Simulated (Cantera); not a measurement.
Feed: 1 mol CH₃F, 0.01 mol CH₄, 0.75 mol H₂, equilibrated at 14.0 mbar.

Method: chemical equilibrium by Gibbs-energy minimisation in Cantera with the NASA 1993 tables (ideal gas, pure condensed phases). Candidate condensed phases: C, C₆H₆, C₇H₈, C₈H₁₈; 95 gas species. Kinetics and transport are ignored.

**Question.** Which condensed phases are stable at each of these points (T (°C)): 2327, 2477, 2627, 2777, 2927, 3077, 3227?

**Answer.** 
```tsv
T (°C)	condensed phases	C condensed (%)
2327	C(graphite)	95.0
2477	C(graphite)	91.2
2627	C(graphite)	80.0
2777	C(graphite)	30.8
2927	gas only	0.0
3077	gas only	0.0
3227	gas only	0.0
```

From 2327 °C to 2777 °C the condensed part is C(graphite). From 2927 °C to 3227 °C nothing is condensed.
